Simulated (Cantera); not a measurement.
Input: 1 mol MgCO3, 1.1 mol H2O, equilibrated at 1.00 bar.

These are equilibrium values from Cantera (NASA tables, ideal gas, pure condensed phases), not measurements of a reactor. Candidate condensed phases: C, C6H6, C7H8, C8H18, H2O, Mg, MgCO3, MgO, Mg(OH)2; 116 gas species. Kinetics and transport are ignored.

**Question.** Which condensed phases are stable at each of these points (T (K)): 648, 748, 848, 948, 1048, 1148, 1248, 1348, 1448, 1548, 1648, 1748, 1848, 1948?

**Answer.** 
```tsv
T (K)	condensed phases	Mg condensed (%)
648	MgCO3(s) + MgO(s)	100.0
748	MgO(s)	100.0
848	MgO(s)	100.0
948	MgO(s)	100.0
1048	MgO(s)	100.0
1148	MgO(s)	100.0
1248	MgO(s)	100.0
1348	MgO(s)	100.0
1448	MgO(s)	100.0
1548	MgO(s)	100.0
1648	MgO(s)	100.0
1748	MgO(s)	100.0
1848	MgO(s)	100.0
1948	MgO(s)	100.0
```

At 648 K the condensed part is MgCO3(s) + MgO(s). From 748 K to 1948 K the condensed part is MgO(s).
